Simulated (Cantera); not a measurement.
Charge: 1 mol Pb, 0.065 mol O2, 1.5 mol CO, 0.21 mol H2O, equilibrated at 1523.15 K and 14.3 Torr.

Equilibrium computed with Cantera from the NASA thermochemical tables; the gas is ideal and each condensed phase is pure. Candidate condensed phases: C, C6H6, C7H8, C8H18, H2O, Pb, PbO, PbO2, Pb3O4; 113 gas species. The numbers say what is thermodynamically allowed, not how fast it happens.

Base state: CO 0.456, Pb 0.369, CO2 0.0972, H2 0.0493, H2O 0.0282, PbO 9.37e-5, Pb2 4.09e-5, H 3.73e-5 (mole fractions); condensed: gas only.

Problem. What changes in the equilibrium state with this change: temperature from 1523.15 K to 773.15 K?

Solution. 
```
species            before     after
----------------  -------  --------
CO2                0.0972     0.510
CO                  0.456     0.332
H2                 0.0493     0.121
Pb                  0.369   1.22e-6
H2O                0.0282    0.0363
CH4                 <1e-9  0.000588
PbO               9.37e-5     <1e-9
Pb2               4.09e-5     <1e-9
C(graphite), mol        0     0.383
Pb(l), mol              0     1.000
```
